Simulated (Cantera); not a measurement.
**Adiabatic ignition**

An adiabatic, constant-volume homogeneous reactor starts with CH4 : H2 : O2 : N2 = 1 : 0.24 : 5.44 : 20.4 (molar parts), equivalence ratio 0.39, at 1800 K and 0.620 bar.

Model: GRI-Mech 3.0 (53 species, 325 reactions), integrated in Cantera.

```csv
t (s),T (K),P (bar),x CH4,x H2,x O2,x O,x CO
5.00e-6,1800,0.620,0.0369,0.00886,0.201,8.48e-7,6.60e-9
1.52e-5,1800,0.620,0.0369,0.00886,0.201,1.79e-6,2.11e-7
4.59e-5,1800,0.620,0.0363,0.00880,0.201,9.28e-6,1.78e-5
0.000139,2356,0.832,<1e-12,0.00452,0.116,0.0198,0.0136
0.000422,2562,0.893,<1e-12,0.00267,0.117,0.0110,0.00728
0.00128,2605,0.906,<1e-12,0.00216,0.116,0.00865,0.00600
0.00387,2597,0.902,<1e-12,0.00211,0.114,0.00821,0.00584
0.0117,2585,0.898,<1e-12,0.00205,0.110,0.00768,0.00565
0.0356,2582,0.896,<1e-12,0.00203,0.109,0.00753,0.00559
0.108,2582,0.896,<1e-12,0.00203,0.109,0.00753,0.00559
0.327,2582,0.896,<1e-12,0.00203,0.109,0.00753,0.00559
0.990,2582,0.896,<1e-12,0.00203,0.109,0.00753,0.00559
3.00,2582,0.896,<1e-12,0.00203,0.109,0.00753,0.00559
```
x: mole fraction; the columns are a selection and need not sum to one.

```yaml
time_of_steepest_temperature_rise: 0.108 ms
temperature at 3.00 s: 2582 K
equilibrium_temperature: 2582 K
x(CH4) at 3.00 s: <1e-12 (gas-phase equilibrium <1e-12)
x(H2) at 3.00 s: 0.00203 (gas-phase equilibrium 0.00203)
x(O2) at 3.00 s: 0.109 (gas-phase equilibrium 0.109)
```
